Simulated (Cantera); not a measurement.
Feed: 1 mol n-butane, 0.63 mol CO2, 0.34 mol N2, equilibrated at 28.0 bar.

Equilibrium computed with Cantera from the NASA thermochemical tables; the gas is ideal and each condensed phase is pure. Candidate condensed phases: C, C6H6, C7H8, C8H18, H2O; 136 gas species. The numbers say what is thermodynamically allowed, not how fast it happens.

### Question
At 2050 K, list the 7 most abundant gas species with their mole fractions, and the condensed phases.

### Answer
H2 0.747, CO 0.192, N2 0.0500, CH4 0.00583, HCN 0.00345, C2H2 (acetylene) 0.000793, H2O 0.000387. Condensed: C(graphite).
